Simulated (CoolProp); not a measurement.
Properties of p-xylene along the isotherm 620 K.

The numbers come from the reference Helmholtz-energy equation of state, Zhou 2012 in CoolProp.

```csv
p (bar),phase,speed of sound (m/s),isothermal compressibility (1/MPa),viscosity (µPa s),conductivity (mW/(m K)),fugacity coefficient
22.1,gas,165.6,0.6647,14.4,47.6,0.7797
44.1,supercritical,174.0,?,57.4,77.6,0.5496
66.2,supercritical,281.7,0.03459,68.9,80.1,0.4036
88.3,supercritical,346.5,0.02048,74.6,82.1,0.3310
110,supercritical,395.5,0.01476,78.9,83.8,0.2889
132,supercritical,436.9,0.01156,82.7,85.3,0.2614
155,supercritical,474.5,0.009451,86.5,?,?
177,supercritical,506.5,?,89.8,87.9,0.2294
```

Fill in the missing entries.


- 44.1, isothermal compressibility (1/MPa): 0.1284
- 155, conductivity (mW/(m K)): 86.7
- 155, fugacity coefficient: 0.2421
- 177, isothermal compressibility (1/MPa): 0.008064

Viscosity comes from a separate model (Balogun 2015). Thermal conductivity comes from a separate model (Mylona 2014).
